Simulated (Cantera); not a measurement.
Mixture: 33.8 % CO, 8.78 % H2, 12.5 % O2, 44.9 % N2, at 230000 Pa, adiabatic and at constant volume. Ignition delay is the time to a rise of 400 K.

Computed with Cantera and GRI-Mech 3.0 (53 species, 325 reactions). The hydrogen kinetics of GRI-Mech 3.0 are dated; newer H2 mechanisms differ, most at raised pressure. Where the delays flatten at high temperature, the 400 K rule measures the pace of heat release, not the induction time.

Q: Predict: delay at 1125 K; delay at 1325 K; delay at 1525 K; delay at 1725 K; delay at 1925 K.

A: 
```
Quantity           Value
---------------  -------
delay at 1125 K  60.7 µs
delay at 1325 K  17.7 µs
delay at 1525 K  10.0 µs
delay at 1725 K  7.66 µs
delay at 1925 K  7.28 µs
```
